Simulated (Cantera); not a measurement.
# Low-pressure radical oxidation in H2/O2

An isothermal, constant-pressure homogeneous reactor starts with H2 : O2 = 0.006 : 1 (molar parts), at 1073 K and 2670 Pa.

Detailed kinetics in Cantera: the H2/O2 subset of GRI-Mech 3.0, which has no nitrogen chemistry. Radical loss at walls, strong at low pressure, is not modelled.

```csv
t (s),x H2,x O2,x OH,x HO2,x O,x H
0.000500,0.00596,0.994,3.97e-10,3.77e-10,5.25e-10,8.08e-11
0.00114,0.00596,0.994,1.62e-9,8.83e-10,2.49e-9,2.56e-10
0.00261,0.00596,0.994,1.88e-8,2.46e-9,3.11e-8,2.73e-9
0.00595,0.00596,0.994,3.73e-6,1.12e-7,6.22e-6,5.40e-7
0.0136,0.000409,0.990,0.000623,3.36e-6,0.00374,0.000342
0.0310,1.30e-5,0.991,0.000234,1.57e-6,0.00279,9.28e-5
0.0707,6.11e-6,0.993,0.000163,1.11e-6,0.00138,3.20e-5
0.161,2.11e-6,0.993,9.69e-5,6.42e-7,0.000490,6.74e-6
0.368,5.53e-7,0.994,5.08e-5,3.02e-7,0.000134,9.64e-7
0.841,1.27e-7,0.994,2.50e-5,1.18e-7,3.21e-5,1.14e-7
1.92,2.90e-8,0.994,1.23e-5,4.02e-8,7.70e-6,1.35e-8
4.38,7.24e-9,0.994,6.32e-6,1.30e-8,2.01e-6,1.80e-9
10.0,2.06e-9,0.994,3.44e-6,4.39e-9,5.92e-7,2.89e-10
```
x: mole fraction; the columns are a selection and need not sum to one.

Equilibrium at this temperature and pressure: H2 2.46e-11, O2 0.994, OH 3.89e-7, HO2 8.77e-10, O 7.65e-9, H <1e-12 (gas phase only).
